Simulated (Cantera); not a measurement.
Input: 1 mol n-butane, 1.5 mol NH₃, 4 mol N₂, equilibrated at 1.00 bar.

These are equilibrium values from Cantera (NASA tables, ideal gas, pure condensed phases), not measurements of a reactor. Candidate condensed phases: C, C₆H₆, C₇H₈, C₈H₁₈; 110 gas species. Ions and electrons are included (thermal ionisation). The numbers say what is thermodynamically allowed, not how fast it happens.

At 4750 K, list the 6 most abundant gas species with their mole fractions, and the condensed phases.

H 0.624, N₂ 0.191, C 0.0924, CN 0.0416, H₂ 0.0170, C₂ 0.0124. Condensed: gas only.
